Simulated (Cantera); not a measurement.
A Cantera script and what it prints.

```python
import numpy as np
import cantera as ct

gas_names = """
    H H2 Pb Pb2
""".split()
cond_names = """
    Pb(cr) Pb(L)
""".split()


def load(file, names, dense=False):
    # The tables refer to 1 bar. Condensed volumes are neglected.
    table = {s.name: s for s in ct.Species.list_from_file(file)}
    out = []
    for n in names:
        d = dict(table[n].input_data)
        d["thermo"] = dict(d["thermo"], **{"reference-pressure": 1e5})
        if dense:
            d["equation-of-state"] = {"model": "constant-volume", "density": "1e6 g/cm^3"}
        out.append(ct.Species.from_dict(d))
    return out


gas = ct.Solution(thermo="ideal-gas", species=load("nasa_gas.yaml", gas_names))
cond = {s.name: ct.Solution(thermo="fixed-stoichiometry", species=[s], name=s.name)
        for s in load("nasa_condensed.yaml", cond_names, dense=True)}
atoms = {
    'Pb': {'Pb': 1},
    'H2': {'H': 2},
}
top_T = {}  # K; cautious upper limits of use, not melting points


def equilibrate(T, P, feed):
    n = {}
    for name, mol in feed.items():
        for a, k in atoms[name].items():
            n[a] = n.get(a, 0.0) + k * mol
    gas.TPX = T, P, n
    mass = sum(n.values()) * gas.mean_molecular_weight
    gas.equilibrate("TP")
    valid = [c for c in cond.values() if c.min_temp <= T <= top_T.get(c.name, c.max_temp)]
    mix = ct.Mixture([(gas, mass / gas.mean_molecular_weight)] + [(c, 0.0) for c in valid])
    mix.T, mix.P = T, P
    mix.equilibrate("TP", solver="vcs", rtol=1e-11, max_steps=5000)
    return mix


results = []
feed = {'Pb': 1, 'H2': 6.5}  # mol
P = 10000  # Pa
for T in [450, 550, 650, 750, 850, 950, 1050, 1150, 1250]:
    mix = equilibrate(T, P, feed)
    results.append((T, P, feed, dict(zip(mix.species_names, mix.species_moles))))

top = {s: max(r[3][s] / sum(r[3][g] for g in gas_names) for r in results) for s in gas_names}
cols = sorted((s for s in top if top[s] > 0.0001), key=lambda s: -top[s])[:9]
seen = [c for c in cond_names if any(r[3].get(c, 0) > 1e-12 for r in results)]
print("log10 of partial pressures in bar; condensed amounts in mol")
print(f"{'T/K':>10s}" + "".join(f"{s[:9]:>10s}" for s in cols + seen))
for T, P, feed, n in results:
    ng = sum(n[g] for g in gas_names)
    print(f"{T:10.4g}" + "".join(f"{np.log10(max(n[s] / ng * P / 1e5, 1e-99)):10.3f}" for s in cols)
          + "".join(f"{n.get(c, 0):10.4g}" for c in seen))
```

It prints:

```
log10 of partial pressures in bar; condensed amounts in mol
       T/K        H2        Pb    Pb(cr)     Pb(L)
       450    -1.000   -16.907         1         0
       550    -1.000   -12.816         1         0
       650    -1.000   -10.029         0         1
       750    -1.000    -8.023         0         1
       850    -1.000    -6.497         0         1
       950    -1.000    -5.298         0    0.9997
      1050    -1.000    -4.332         0     0.997
      1150    -1.001    -3.538         0    0.9811
      1250    -1.006    -2.874         0    0.9119
```

Cantera equilibrium calculation (NASA polynomials, part measured and part estimated; ideal gas, pure solids and liquids).
